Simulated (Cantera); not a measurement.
Input: 1 mol PbO, 35 mol H₂, 5.3 mol H₂O, held at 1473 K and 0.133 bar.

Equilibrium computed with Cantera from the NASA thermochemical tables; the gas is ideal and each condensed phase is pure. Candidate condensed phases: H₂O, Pb, PbO, PbO₂, Pb₃O₄; 12 gas species. Rates play no part.

Base state: H₂ 0.823, H₂O 0.153, Pb 0.0242, H 3.14e-5 (mole fractions); condensed: gas only.

What changes in the equilibrium state with this change: temperature from 1473 K to 2150 K?


```tsv
species	before	after
H₂	0.823	0.814
H₂O	0.153	0.151
Pb	0.0242	0.0240
H	3.14e-5	0.0104
OH	1.52e-7	0.000250
PbO	1.43e-6	3.40e-5
```

What changes in the equilibrium state with this change: temperature from 1473 K to 875 K?


```tsv
species	before	after
H₂	0.823	0.844
H₂O	0.153	0.156
Pb	0.0242	5.06e-6
H	3.14e-5	<1e-9
Pb(l), mol	0	1.000
```
